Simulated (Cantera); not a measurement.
A closed system holds: 1 mol Fe2O3, 32 mol HCl, 0.42 mol O2, equilibrated at 1723 K and 0.133 bar.

Equilibrium computed with Cantera from the NASA thermochemical tables; the gas is ideal and each condensed phase is pure. Equilibrium is a limit: real reactors are often held back by kinetics, nucleation or transport.

| species | before | after |
|---|---|---|
| HCl | 0.790 | 0.794 |
| H2O | 0.0874 | 0.0873 |
| FeCl2 | 0.0587 | 0.0579 |
| Cl | 0.0426 | 0.0368 |
| Cl2 | 0.00516 | 0.00721 |
| O2 | 0.0140 | 0.0143 |
| FeCl3 | 0.00166 | 0.00264 |
| HOCl | 1.28e-5 | 1.78e-5 |
| H2 | 5.15e-5 | 3.72e-5 |
| O | 1.84e-5 | 1.36e-5 |
| ClO | 3.53e-5 | 4.21e-5 |
| OH | 0.000333 | 0.000286 |
Gas species are given as mole fractions.

Problem. What was changed between the two runs?
A) pressure from 0.133 bar to 0.250 bar
B) temperature from 1723 K to 1773.15 K
C) temperature from 1723 K to 1775 K
D) temperature from 1723 K to 1873 K

Solution. A, pressure from 0.133 bar to 0.250 bar
